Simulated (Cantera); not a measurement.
# Silicon oxide and oxynitride deposition: SiCl4 + N2O + H2O

Input: 1 mol SiCl4, 0.54 mol N2O, a varied amount of H2O, held at 902 °C and 1330 Pa.

Method: chemical equilibrium by Gibbs-energy minimisation in Cantera with the NASA 1993 tables (ideal gas, pure condensed phases). Candidate condensed phases: H2O, NH4Cl, Si, SiO2, Si2N2O, Si3N4; 47 gas species. The tables hold silica as quartz up to 1696 K and as liquid above; real silica turns to tridymite and cristobalite and melts near 1996 K. Kinetics and transport are ignored.

| n(H2O) (mol) | log p HCl | log p H2O | log p N2 | log p Cl2 | log p SiCl4 | log p O2 | log p Cl | n SiO2(β-quartz) |
|---|---|---|---|---|---|---|---|---|
| 0.72 | -2.18 | -8.16 | -2.61 | -2.62 | -2.77 | -10.98 | -3.75 | 0.630 |
| 1.1 | -2.07 | -7.75 | -2.68 | -2.70 | -3.16 | -10.74 | -3.79 | 0.820 |
| 1.5 | -2.01 | -4.35 | -2.75 | -2.79 | -9.72 | -4.37 | -3.84 | 1.00 |
| 1.9 | -1.99 | -3.40 | -2.81 | -3.19 | -11.53 | -3.36 | -4.04 | 1.00 |
| 2.3 | -2.00 | -2.97 | -2.85 | -3.59 | -12.44 | -3.25 | -4.24 | 1.00 |
| 2.7 | -2.03 | -2.73 | -2.88 | -3.87 | -13.01 | -3.24 | -4.38 | 1.00 |
| 3.1 | -2.05 | -2.59 | -2.91 | -4.08 | -13.40 | -3.25 | -4.48 | 1.00 |
| 3.5 | -2.08 | -2.49 | -2.94 | -4.24 | -13.71 | -3.27 | -4.56 | 1.00 |
| 3.9 | -2.11 | -2.42 | -2.97 | -4.37 | <-13 | -3.29 | -4.63 | 1.00 |
| 4.3 | -2.13 | -2.36 | -2.99 | -4.49 | <-13 | -3.31 | -4.68 | 1.00 |
| 4.7 | -2.15 | -2.32 | -3.02 | -4.59 | <-13 | -3.34 | -4.74 | 1.00 |
| 5.1 | -2.17 | -2.28 | -3.04 | -4.68 | <-13 | -3.36 | -4.78 | 1.00 |
log p: log10 of the partial pressure in bar; n: condensed amount in mol.

From 0.72 mol H2O to 5.1 mol H2O the condensed part is SiO2(β-quartz).
